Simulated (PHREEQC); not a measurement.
Make-up at 25 °C: 13 mmol/kgw Ca(OH)2, 1.4 mmol/kgw Al2(SO4)3 and 0.012 mmol/kgw Sr(OH)2. Closed to the air; pH follows from the charge balance.

Equilibrium calculation in PHREEQC: ion-association model, wateq4f.dat.

Precipitation was switched off in this run.

Question: Estimate the pH, ionic strength.

Answer: pH 12.06; ionic strength 0.0350 mol/kgw.

Question: In which forms is Ca present?

Answer: Ca+2 80 %, CaSO4 11 %, CaOH+ 9.1 % of the Ca.

Complexes and solids missing from the database can't appear.
